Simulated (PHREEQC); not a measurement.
Brackish or sea water

A made-up water analysis in mmol/kgw, 25 °C, pH 6.41, pe 10.6: Na 250; K 1.26; Ca 7.53; Mg 4.88; Cl 260; S(6) 8.52; Alkalinity (meq/kgw) 0.00162; Si 0.18; Zn 0.0895; Cd 0.0933.

Valence states are taken as typed.

All values are PHREEQC results (ion-association model, wateq4f.dat), not measurements.

Each row changes one thing in this solution. No solid was allowed to form.

| case | ionic strength (mol/kgw) | Ca+2 (mol/kgw) | SO4-2 (mol/kgw) | Mg+2 (mol/kgw) | NaSO4- (mol/kgw) | CaSO4 (mol/kgw) | SI of Chalcedony (SiO2) | SI of Gypsum (CaSO4:2H2O) |
|---|---|---|---|---|---|---|---|---|
| as made | 0.290 | 0.00698 | 0.00570 | 0.00443 | 0.00181 | 0.000550 | -0.16 | -0.96 |
| Zn from 0.0895 to 0.179 mmol/kgw | 0.290 | 0.00698 | 0.00569 | 0.00443 | 0.00181 | 0.000550 | -0.16 | -0.96 |
| pH from 6.41 to 5.5 at the same alkalinity | 0.290 | 0.00698 | 0.00570 | 0.00443 | 0.00181 | 0.000550 | -0.16 | -0.96 |
| pH from 6.41 to 6.91 at the same alkalinity | 0.290 | 0.00698 | 0.00570 | 0.00443 | 0.00181 | 0.000550 | -0.16 | -0.96 |

Complexes and solids missing from the database can't appear. Some of these states are supersaturated (in Quartz (slow to form), for instance).
